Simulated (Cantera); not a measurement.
Mixture: CH4 : H2 : O2 : N2 : H2O = 1 : 0.16 : 1.22 : 4.6 : 0.31 (molar parts), equivalence ratio 1.7, at 0.770 atm, adiabatic and at constant volume. Ignition delay is the time to a rise of 400 K.

Detailed kinetics in Cantera: GRI-Mech 3.0 (53 species, 325 reactions).

Q: Predict: delay at 1100 K; delay at 1200 K; delay at 1300 K; delay at 1400 K; delay at 1500 K; apparent activation energy between 1450 and 1550 K.

A: 
| Quantity | Value |
|---|---|
| delay at 1100 K | 52.1 ms |
| delay at 1200 K | 18.1 ms |
| delay at 1300 K | 6.27 ms |
| delay at 1400 K | 2.28 ms |
| delay at 1500 K | 0.905 ms |
| apparent activation energy between 1450 and 1550 K | 160 kJ/mol |
